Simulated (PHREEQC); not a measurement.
Make-up at 25 °C: 0.445 mol NaH2PO4 and 0.0068 mol H2SO4 per kg of water. Closed to the air; pH follows from the charge balance.

Model: ion-association model, phreeqc.dat, run in PHREEQC.

This is a speciation only: nothing precipitates in the calculation.

### Question
Order these S species by the share of S that they hold, largest first: HSO4-, SO4-2, NaSO4-.

### Answer
SO4-2 (67 %), NaSO4- (33 %), HSO4- (0.64 %)

The pH is 3.47 and the ionic strength 0.448 mol/kgw. Complexes and solids missing from the database can't appear.
